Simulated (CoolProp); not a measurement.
Vinyl chloride along the isobar 2530 kPa: Z from the reference equation and from simpler models built on Tc = 425.0 K, pc = 5600 kPa, ω = 0.160; each cubic takes its own stable root.

The numbers come from the reference Helmholtz-energy equation of state, Thol 2022 in CoolProp.

| T (K) | phase | reference |
|---|---|---|
| 125.3 | liquid | 0.1245 |
| 137.6 | liquid | 0.1158 |
| 150 | liquid | 0.1085 |
| 162.3 | liquid | 0.1024 |
| 174.6 | liquid | 0.09709 |
| 186.9 | liquid | 0.09254 |
| 199.3 | liquid | 0.08855 |
| 211.6 | liquid | 0.08510 |
| 223.9 | liquid | 0.08208 |

Task: How far does each simpler model (van der Waals, Peng-Robinson) lie from the reference over these 9 states: mean and median of the absolute difference, and the worst?

Result: 
- van der Waals: mean 64.7 %, median 64.3 %, worst +69.9 % at 125.3 K and 2530 kPa
- Peng-Robinson: mean 2.2 %, median 2.4 %, worst -4.3 % at 223.9 K and 2530 kPa
